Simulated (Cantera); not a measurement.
Cantera run, input and output.

```python
import numpy as np
import cantera as ct

gas = ct.Solution("h2o2.yaml")
gas.TPX = 700, 500000, {'H2': 1, 'O2': 0.278, 'N2': 0.722}
flame = ct.FreeFlame(gas, width=0.013)
flame.set_refine_criteria(ratio=3, slope=0.08, curve=0.16)
flame.transport_model = "mixture-averaged"
flame.solve(loglevel=0, auto=True)
z, T = flame.grid, flame.T
thick = (T[-1] - T[0]) / np.gradient(T, z).max()
show = ['H2', 'O2', 'H2O', 'HO2', 'H', 'OH']
print(f"laminar burning velocity  {flame.velocity[0] * 100:.3f} cm/s")
print(f"burnt temperature         {T[-1]:.1f} K")
print(f"thermal thickness         {thick * 1e3:.4f} mm")
print(f"grid points               {len(z)}")
z0 = z[flame.heat_release_rate.argmax()]
print(f"{'z/mm':>9s}{'T/K':>9s}{'u/(m/s)':>9s}" + "".join(f"{s:>11s}" for s in show))
rows = []
for k in (-3, -2, -1.5, -1, -0.5, -0.25, 0, 0.25, 0.5, 1, 2, 4, 8):
    zz = z0 + k * thick
    rows.append([k * thick, np.interp(zz, z, T), np.interp(zz, z, flame.velocity),
                 *(np.interp(zz, z, flame.X[gas.species_index(s)]) for s in show)])
    print(f"{rows[-1][0] * 1e3:9.3f}{rows[-1][1]:9.1f}{rows[-1][2]:9.3f}" + "".join(f"{x:11.3e}" for x in rows[-1][3:]))
```

Result:

```
laminar burning velocity  1618.672 cm/s
burnt temperature         2670.4 K
thermal thickness         0.0574 mm
grid points               129
     z/mm      T/K  u/(m/s)         H2         O2        H2O        HO2          H         OH
   -0.172    700.0   16.187  5.000e-01  1.390e-01  1.529e-12  6.866e-12  7.753e-16  4.386e-17
   -0.115    700.0   16.187  5.000e-01  1.390e-01  2.006e-10  4.791e-10  1.382e-12  3.613e-14
   -0.086    700.0   16.187  5.000e-01  1.390e-01  6.014e-09  1.820e-08  2.667e-10  2.926e-12
   -0.057    700.1   16.188  4.999e-01  1.390e-01  6.253e-07  2.072e-06  1.326e-07  1.144e-09
   -0.029    733.9   16.836  4.944e-01  1.391e-01  1.313e-03  6.099e-04  3.785e-04  1.061e-04
   -0.014   1011.3   22.479  4.533e-01  1.316e-01  2.727e-02  6.251e-04  9.838e-03  1.328e-03
    0.000   1486.2   31.966  3.455e-01  8.729e-02  1.229e-01  2.967e-04  4.859e-02  4.704e-03
    0.014   1814.8   38.589  2.514e-01  3.130e-02  2.285e-01  1.027e-04  8.217e-02  9.376e-03
    0.029   1971.7   41.616  2.211e-01  1.020e-02  2.695e-01  3.228e-05  8.794e-02  1.165e-02
    0.057   2124.5   44.400  2.173e-01  2.625e-03  2.869e-01  8.434e-06  7.776e-02  1.278e-02
    0.115   2275.9   47.033  2.255e-01  1.293e-03  2.946e-01  4.251e-06  6.026e-02  1.222e-02
    0.230   2414.6   49.356  2.340e-01  7.289e-04  3.019e-01  2.375e-06  4.337e-02  1.044e-02
    0.459   2527.4   51.186  2.409e-01  3.596e-04  3.086e-01  1.134e-06  2.944e-02  8.041e-03
```

Computed with Cantera and the H2/O2 subset of GRI-Mech 3.0, which has no nitrogen chemistry. The hydrogen kinetics of GRI-Mech 3.0 are dated; newer H2 mechanisms differ, most at raised pressure. Burning velocities carry a grid error of a few per cent, more on coarse grids.
